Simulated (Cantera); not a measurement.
A Cantera script and what it prints.

```python
import numpy as np
import cantera as ct

gas_names = """
    CL CLO CL2 Mg MgCL MgCL2 MgO Mg2 O O2 O3 Si SiCL SiCL2 SiCL3 SiCL4 SiO SiO2 Si2 Si3
""".split()
cond_names = """
    Mg(cr) Mg(L) MgCL2(s) MgCL2(L) MgO(s) MgO(L) MgSiO3(I) MgSiO3(II) MgSiO3(III) MgSiO3(L) Mg2SiO4(s)
    Mg2SiO4(L) Si(cr) Si(L) SiO2(Lqz) SiO2(hqz) SiO2(L)
""".split()


# ... load() reads the species with a 1 bar reference pressure and builds the phases ...
atoms = {
    'SiO2': {'Si': 1, 'O': 2},
    'MgCl2': {'Mg': 1, 'CL': 2},
    'O2': {'O': 2},
}
top_T = {}  # K; cautious upper limits of use, not melting points


# ... equilibrate(T, P, feed) seeds the gas with the atoms and calls Mixture.equilibrate('TP', solver="vcs", rtol=1e-11, max_steps=5000) ...
results = []
T = 2000  # K
P = 4100  # Pa
for m in [0.74, 1.3, 2, 2.6, 3.2, 3.8, 4.4, 5, 5.6]:
    feed = {'SiO2': 1, 'MgCl2': 2.6, 'O2': m}  # mol
    mix = equilibrate(T, P, feed)
    results.append((T, P, feed, dict(zip(mix.species_names, mix.species_moles))))
    x = sorted(zip(gas.X, gas.species_names), reverse=True)
    print(f"T = {T:g} K  P = {P:g} Pa  n(O2) = {m:g} mol  gas = {mix.phase_moles(0):.4g} mol")
    print("   x: " + "  ".join(f"{s} {v:.3e}" for v, s in x if v > 1e-06))
    print("   condensed (mol): " + ("  ".join(f"{mix.phase(i).name} {mix.phase_moles(i):.4g}"
          for i in range(1, mix.n_phases) if mix.phase_moles(i) > 1e-12) or "none"))
```

Result:

```
T = 2000 K  P = 4100 Pa  n(O2) = 0.74 mol  gas = 3.772 mol
   x: CL 4.932e-01  MgCL2 4.242e-01  O2 6.304e-02  CL2 1.832e-02  O 8.297e-04  CLO 3.784e-04  MgCL 2.107e-05  SiO 9.679e-06  SiO2 6.050e-06
   condensed (mol): MgSiO3(L) 0.9999
T = 2000 K  P = 4100 Pa  n(O2) = 1.3 mol  gas = 4.356 mol
   x: CL 4.465e-01  MgCL2 3.583e-01  O2 1.782e-01  CL2 1.501e-02  O 1.395e-03  CLO 5.759e-04  MgCL 1.966e-05  SiO2 3.491e-06  SiO 3.321e-06
   condensed (mol): MgSiO3(L) 0.9609  Mg2SiO4(s) 0.03903
T = 2000 K  P = 4100 Pa  n(O2) = 2 mol  gas = 5.125 mol
   x: CL 4.352e-01  MgCL2 2.751e-01  O2 2.730e-01  CL2 1.427e-02  O 1.726e-03  CLO 6.948e-04  MgCL 1.549e-05  SiO2 3.491e-06  SiO 2.684e-06
   condensed (mol): MgSiO3(L) 0.8099  Mg2SiO4(s) 0.19
T = 2000 K  P = 4100 Pa  n(O2) = 2.6 mol  gas = 5.77 mol
   x: CL 4.180e-01  O2 3.380e-01  MgCL2 2.281e-01  CL2 1.316e-02  O 1.921e-03  CLO 7.427e-04  MgCL 1.337e-05  SiO2 3.491e-06  SiO 2.412e-06
   condensed (mol): MgSiO3(L) 0.716  Mg2SiO4(s) 0.284
T = 2000 K  P = 4100 Pa  n(O2) = 3.2 mol  gas = 6.407 mol
   x: CL 3.996e-01  O2 3.919e-01  MgCL2 1.936e-01  CL2 1.203e-02  O 2.069e-03  CLO 7.645e-04  MgCL 1.187e-05  SiO2 3.491e-06  SiO 2.240e-06
   condensed (mol): MgSiO3(L) 0.6403  Mg2SiO4(s) 0.3597
T = 2000 K  P = 4100 Pa  n(O2) = 3.8 mol  gas = 7.039 mol
   x: O2 4.372e-01  CL 3.816e-01  MgCL2 1.672e-01  CL2 1.097e-02  O 2.185e-03  CLO 7.712e-04  MgCL 1.073e-05  SiO2 3.491e-06  SiO 2.120e-06
   condensed (mol): MgSiO3(L) 0.5767  Mg2SiO4(s) 0.4232
T = 2000 K  P = 4100 Pa  n(O2) = 4.4 mol  gas = 7.668 mol
   x: O2 4.759e-01  CL 3.647e-01  MgCL2 1.463e-01  CL2 1.002e-02  O 2.280e-03  CLO 7.688e-04  MgCL 9.829e-06  SiO2 3.491e-06  SiO 2.032e-06
   condensed (mol): MgSiO3(L) 0.5219  Mg2SiO4(s) 0.478
T = 2000 K  P = 4100 Pa  n(O2) = 5 mol  gas = 8.294 mol
   x: O2 5.093e-01  CL 3.489e-01  MgCL2 1.295e-01  CL2 9.170e-03  O 2.358e-03  CLO 7.610e-04  MgCL 9.090e-06  SiO2 3.491e-06  SiO 1.965e-06
   condensed (mol): MgSiO3(L) 0.4738  Mg2SiO4(s) 0.5262
T = 2000 K  P = 4100 Pa  n(O2) = 5.6 mol  gas = 8.917 mol
   x: O2 5.384e-01  CL 3.343e-01  MgCL2 1.156e-01  CL2 8.419e-03  O 2.425e-03  CLO 7.497e-04  MgCL 8.471e-06  SiO2 3.491e-06  SiO 1.911e-06
   condensed (mol): MgSiO3(L) 0.4309  Mg2SiO4(s) 0.5691
```

Method: chemical equilibrium by Gibbs-energy minimisation in Cantera with the NASA 1993 tables (ideal gas, pure condensed phases). Mutual solubility and eutectic melting of coexisting phases are not modelled. Condensed phases not in the tables: alloys, solid solutions and most ternary compounds.
